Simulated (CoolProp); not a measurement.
Vapour pressure (MPa) of R245ca: the reference equation beside estimates from Tc = 447.6 K, pc = 3.941 MPa, ω = 0.355. Clausius-Clapeyron is anchored at 237.6 K with a constant enthalpy of vaporisation of 31.93 kJ/mol.

Values from CoolProp's reference Helmholtz-energy equation of state, Zhou 2016.

```
T (K)  reference  Lee-Kesler  Clausius-Clapeyron  Redlich-Kwong  Peng-Robinson
-----  ---------  ----------  ------------------  -------------  -------------
237.6   0.004446    0.004484            0.004446        0.01967       0.004906
242.7   0.006240    0.006260            0.006244        0.02562       0.006780
247.8   0.008606    0.008598            0.008648        0.03291       0.009226
252.9    0.01168     0.01163             0.01182        0.04173        0.01237
258      0.01561         [?]             0.01596        0.05232        0.01637
263.1    0.02057     0.02043             0.02130        0.06487        0.02138
268.2    0.02675     0.02655                 [?]            [?]        0.02759
273.3        [?]     0.03411             0.03672        0.09681        0.03521
278.4    0.04366     0.04335             0.04750         0.1167        0.04448
283.5    0.05487     0.05452             0.06087         0.1395        0.05563
288.6    0.06828         [?]             0.07734         0.1654        0.06894
293.7    0.08417     0.08379             0.09744         0.1949        0.08469
298.8     0.1029      0.1025              0.1218         0.2280         0.1032
303.9     0.1247      0.1244              0.1511         0.2650         0.1248
309       0.1499      0.1498              0.1862         0.3063         0.1498
```

### Question
Fill in the missing entries.

### Answer

- 258, Lee-Kesler: 0.01552
- 268.2, Clausius-Clapeyron: 0.02811
- 268.2, Redlich-Kwong: 0.07962
- 273.3, reference: 0.03437
- 288.6, Lee-Kesler: 0.06790

Absolute difference from the reference over all 15 rows, mean and median: Lee-Kesler 0.5 and 0.6 %, Clausius-Clapeyron 8.8 and 6.8 %, Redlich-Kwong 197.1 and 181.7 %, Peng-Robinson 3.5 and 2.4 %.
